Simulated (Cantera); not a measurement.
Standard-state values (1 bar) from the NASA 1993 polynomials, evaluated with Cantera. Values are per mole of reaction as written; species without (g) are pure solids or liquids, kept so even where they would boil at 1 bar.

Task: Between 848 and 1373 K, where is each reaction favourable under standard conditions?
- TaO₂(g) + N₂(g) → 2 NO(g) + Ta

Result: 
- TaO₂(g) + N₂(g) → 2 NO(g) + Ta: ΔG° is 388 kJ at 848 K and 387 kJ at 1373 K; it stays positive (K < 1). ΔH° is 392 kJ and ΔS° 3 J/K at 1373 K.
